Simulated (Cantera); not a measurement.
**Thermodynamics of carbothermic reduction, feed MgO + C + CO**

Input: 1 mol MgO, 0.38 mol C, 0.25 mol CO, equilibrated at 0.100 bar.

Method: chemical equilibrium by Gibbs-energy minimisation in Cantera with the NASA 1993 tables (ideal gas, pure condensed phases). Candidate condensed phases: C, Mg, MgCO3, MgO; 15 gas species. Equilibrium is a limit: real reactors are often held back by kinetics, nucleation or transport.

```
T (°C)   x CO      x Mg     x CO2     x MgO  n C(graphite)  n MgO(s)
------  -----  --------  --------  --------  -------------  --------
875     0.996  1.30e-11   0.00404    <1e-12          0.381      1.00
975     0.999   2.48e-9  0.000986    <1e-12          0.380      1.00
1075    1.000   2.13e-7  0.000298    <1e-12          0.380      1.00
1175    1.000   9.82e-6  0.000107    <1e-12          0.380     1.000
1275    1.000  0.000272   4.40e-5  2.05e-12          0.380     1.000
1375    0.995   0.00502   2.01e-5  4.54e-11          0.379     0.999
1475    0.930    0.0699   8.91e-6  7.05e-10          0.360     0.980
1575    0.624     0.376   5.95e-6   8.10e-9              0     0.620
1675    0.624     0.376   2.67e-5   7.22e-8              0     0.620
1775    0.624     0.376  0.000103   5.19e-7              0     0.620
1875    0.623     0.376  0.000352   3.09e-6              0     0.620
1975    0.622     0.377   0.00107   1.57e-5              0     0.619
2075    0.619     0.378   0.00292   6.91e-5              0     0.617
```
x: gas mole fraction; n: condensed amount in mol.

From 875 °C to 1475 °C the condensed part is C(graphite) + MgO(s). From 1575 °C to 2075 °C the condensed part is MgO(s).
